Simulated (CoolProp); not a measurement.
A simple Rankine cycle with R141b: condensing at 331.15 K, boiler at 2.04 MPa, turbine inlet 445.4 K, turbine efficiency 0.85, pump efficiency 0.7, no recuperator. Each further row changes one setting.

Computed with CoolProp (reference Helmholtz-energy equation of state, Lemmon 2006). It is a short technical equation, of lower accuracy than the large ones.

```
case                             thermal efficiency (%)  net work (kJ/kg)  heat in (kJ/kg)  turbine exit temperature (K)  volume ratio over the turbine
-------------------------------  ----------------------  ----------------  ---------------  ----------------------------  -----------------------------
as stated                                          15.2              43.5              286                    (withheld)                     (withheld)
turbine inlet 465.4 K                              15.3        (withheld)              309                    (withheld)                           8.94
condensing temperature 323.15 K                    16.4              48.4              295                         361.5                           11.7
boiler pressure 1.43 MPa                           13.3              39.5       (withheld)                         385.1                           6.11
turbine efficiency 0.75                            13.4        (withheld)              286                         374.2                           9.48
```

Task: Complete the blanks.

Result: 
- as stated, turbine exit temperature (K): 368.2
- as stated, volume ratio over the turbine: 9.30
- turbine inlet 465.4 K, net work (kJ/kg): 47.2
- turbine inlet 465.4 K, turbine exit temperature (K): 390.1
- boiler pressure 1.43 MPa, heat in (kJ/kg): 297
- turbine efficiency 0.75, net work (kJ/kg): 38.1
